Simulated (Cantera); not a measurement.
# Thermodynamics of carbon deposition, reforming and gasification, feed C + H₂ + O₂

Input: 1 mol C, 5.2 mol H₂, 0.78 mol O₂, held at 1052 °C and 10.0 bar.

These are equilibrium values from Cantera (NASA tables, ideal gas, pure condensed phases), not measurements of a reactor. Candidate condensed phases: C, C₆H₆, C₇H₈, C₈H₁₈, H₂O; 110 gas species. The numbers say what is thermodynamically allowed, not how fast it happens.

The x(H₂) is 0.752 and the x(CO) is 0.150. The x(H₂O) comes out as 0.0854 and the x(CO₂) comes out as 0.00913. The x(CH₄) comes out as 0.00360 and the gas amount is 6.156 mol. The log10 activity of C(graphite) (absent) is -1.02.
